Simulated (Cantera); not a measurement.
Feed: 1 mol C3H8, 0.96 mol H2, 3.3 mol N2, held at 877 °C and 69.0 mbar.

Cantera equilibrium calculation (NASA polynomials, part measured and part estimated; ideal gas, pure solids and liquids). Candidate condensed phases: C, C6H6, C7H8, C8H18; 92 gas species. Kinetics and transport are ignored.

Base state: H2 0.600, N2 0.400, CH4 0.000581, HCN 2.05e-5 (mole fractions); condensed: C(graphite).

Problem. What changes in the equilibrium state with this change: temperature from 877 °C to 1500 °C?

Solution. 
```tsv
species	before	after
H2	0.600	0.598
N2	0.400	0.398
HCN	2.05e-5	0.00262
H	2.20e-7	0.000838
C2H2 (acetylene)	2.32e-8	8.38e-5
C(graphite), mol	3.00	2.98
```
